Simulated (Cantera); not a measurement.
Input (Python, Cantera) and output of one run.

```python
import numpy as np
import cantera as ct

gas_names = """
    C CO CO2 C2 C2O C3 C3O2 C4 C5 Mg MgO Mg2 O O2 O3
""".split()
cond_names = """
    C(gr) Mg(cr) Mg(L) MgCO3(s) MgO(s) MgO(L)
""".split()


# ... load() reads the species with a 1 bar reference pressure and builds the phases ...
atoms = {
    'MgO': {'Mg': 1, 'O': 1},
    'O2': {'O': 2},
    'CO2': {'C': 1, 'O': 2},
}
top_T = {'C(gr)': 4500}  # K; cautious upper limits of use, not melting points


# ... equilibrate(T, P, feed) seeds the gas with the atoms and calls Mixture.equilibrate('TP', solver="vcs", rtol=1e-11, max_steps=5000) ...
results = []
feed = {'MgO': 1, 'O2': 0.76, 'CO2': 3.9}  # mol
P = 100000  # Pa
for T in [623, 723, 823, 923, 1023, 1123, 1223, 1323, 1423, 1523, 1623, 1723]:
    mix = equilibrate(T, P, feed)
    results.append((T, P, feed, dict(zip(mix.species_names, mix.species_moles))))

top = {s: max(r[3][s] / sum(r[3][g] for g in gas_names) for r in results) for s in gas_names}
cols = sorted((s for s in top if top[s] > 0.001), key=lambda s: -top[s])[:6]
seen = [c for c in cond_names if any(r[3].get(c, 0) > 1e-12 for r in results)]
print("log10 of partial pressures in bar; condensed amounts in mol")
print(f"{'T/K':>10s}" + "".join(f"{s[:9]:>10s}" for s in cols + seen))
for T, P, feed, n in results:
    ng = sum(n[g] for g in gas_names)
    print(f"{T:10.4g}" + "".join(f"{np.log10(max(n[s] / ng * P / 1e5, 1e-99)):10.3f}" for s in cols)
          + "".join(f"{n.get(c, 0):10.4g}" for c in seen))
```

It prints:

```
log10 of partial pressures in bar; condensed amounts in mol
       T/K       CO2        O2  MgCO3(s)    MgO(s)
       623    -0.101    -0.683         1         0
       723    -0.077    -0.788         0         1
       823    -0.077    -0.788         0         1
       923    -0.077    -0.788         0         1
      1023    -0.077    -0.788         0         1
      1123    -0.077    -0.788         0         1
      1223    -0.077    -0.788         0         1
      1323    -0.077    -0.788         0         1
      1423    -0.077    -0.788         0         1
      1523    -0.077    -0.788         0         1
      1623    -0.077    -0.788         0         1
      1723    -0.077    -0.787         0         1
```

Method: chemical equilibrium by Gibbs-energy minimisation in Cantera with the NASA 1993 tables (ideal gas, pure condensed phases).
